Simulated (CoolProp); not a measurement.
A Linde-Hampson liquefier for ethane: isothermal reversible compression at 320 K from 1 atm to 5 MPa, throttling to 1 atm, return gas leaving the recuperator 0 K below the feed. Each further row changes one setting.

Model: reference Helmholtz-energy equation of state, Bücker 2006, in CoolProp.

```tsv
case	liquid yield per pass	compression work (kJ/kg of gas)
as stated	…	315
high pressure 10 MPa	…	…
warm-end temperature 350 K	…	354
warm-end gap 5 K	…	315
```

### Question
Complete the blanks.

### Answer

- as stated, liquid yield per pass: 0.175
- high pressure 10 MPa, liquid yield per pass: 0.433
- high pressure 10 MPa, compression work (kJ/kg of gas): 338
- warm-end temperature 350 K, liquid yield per pass: 0.112
- warm-end gap 5 K, liquid yield per pass: 0.165
